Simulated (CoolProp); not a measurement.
Vapour-liquid equilibrium of p-xylene (1) + n-undecane (2) at 0.047 MPa; x and y are mole fractions of (1).

The numbers come from the multi-fluid Helmholtz-energy mixture model, Zhou 2012 and Aleksandrov 2011; pair parameters Bell 2016 in CoolProp.

| x | bubble temperature, mixture model (°C) | bubble temperature, Raoult's law (°C) | y, mixture model | y, Raoult's law |
|---|---|---|---|---|
| 0.05 | 161.8 | 161.3 | 0.174 | 0.192 |
| 0.15 | 152.9 | 151.8 | 0.432 | 0.458 |
| 0.25 | 145.2 | 144.1 | 0.605 | 0.627 |
| 0.35 | 138.6 | 137.6 | 0.724 | 0.740 |
| 0.45 | 132.9 | 132.1 | 0.808 | 0.818 |
| 0.55 | 128.0 | 127.3 | 0.868 | 0.875 |
| 0.65 | 123.6 | 123.1 | 0.913 | 0.916 |
| 0.75 | 119.8 | 119.4 | 0.946 | 0.948 |
| 0.85 | 116.3 | 116.1 | 0.972 | 0.973 |
| 0.95 | 113.2 | 113.1 | 0.992 | 0.992 |

The largest gap from Raoult's law is +1.1 K in bubble temperature, at x = 0.25. No azeotrope shows between x = 0.05 and 0.95.

Pair parameters are fitted to limited data, so mixtures are less certain than the pure fluids.
